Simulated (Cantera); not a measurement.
Mixture: H₂ : O₂ : N₂ = 1 : 0.685 : 2.58 (molar parts), equivalence ratio 0.73, at 18.8 atm, adiabatic and at constant volume. Ignition delay is the time to a rise of 400 K.

Detailed kinetics in Cantera: the H2/O2 subset of GRI-Mech 3.0, which has no nitrogen chemistry. The hydrogen kinetics of GRI-Mech 3.0 are dated; newer H2 mechanisms differ, most at raised pressure. The pressure lies above the range GRI-Mech 3.0 was tuned for (to about 10 atm).

### Question
What does this change do: constant pressure in place of constant volume?

### Answer
| quantity | before | after |
|---|---|---|
| delay at 975 K | 12.1 ms | 13.3 ms |
| delay at 1075 K | 1.40 ms | 1.51 ms |
| delay at 1175 K | 0.200 ms | 0.210 ms |
| delay at 1275 K | 24.5 µs | 25.2 µs |
| apparent activation energy between 1225 and 1325 K | 330 kJ/mol | 330 kJ/mol |

### Question
What does this change do: 0.34 parts H2O added?

### Answer
```
quantity                                                before       after
--------------------------------------------------  ----------  ----------
delay at 975 K                                         12.1 ms     12.9 ms
delay at 1075 K                                        1.40 ms     1.64 ms
delay at 1175 K                                       0.200 ms    0.282 ms
delay at 1275 K                                        24.5 µs     55.7 µs
apparent activation energy between 1225 and 1325 K  330 kJ/mol  220 kJ/mol
```
